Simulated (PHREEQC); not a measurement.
# Metal-bearing waste water (model solution)

Dissolve 2.6 mmol/kgw NiSO4, 0.03 mmol/kgw MgSO4 and 0.18 mmol/kgw NaF at 90 °C. Closed to the air; pH follows from the charge balance.

Model: ion-association model, wateq4f.dat, run in PHREEQC.

```json
{
  "pH": "5.74",
  "ionic_strength": "0.00844 mol/kgw"
}
```

```
species  molality  activity   log γ
-------  --------  --------  ------
SO4-2     0.00207   0.00135  -0.186
Ni+2      0.00204   0.00132  -0.191
NiSO4    0.000546  0.000547   0.001
Na+      0.000178  0.000160  -0.047
F-       0.000174  0.000155  -0.048
Mg+2      1.63e-5   1.07e-5  -0.182
MgSO4     1.34e-5   1.34e-5   0.001
NiOH+     4.76e-6   4.27e-6  -0.048
NiF+      4.55e-6   4.08e-6  -0.048
H+        2.00e-6   1.81e-6  -0.042
NaSO4-    1.68e-6   1.51e-6  -0.046
HF        1.55e-6   1.55e-6   0.001
HSO4-     1.45e-6   1.30e-6  -0.047
MgF+      3.23e-7   2.89e-7  -0.047
OH-       2.29e-7   2.05e-7  -0.048
```

No solid was allowed to form. At this temperature some constants are extrapolated from 25 °C, and those without enthalpy data are left unchanged.
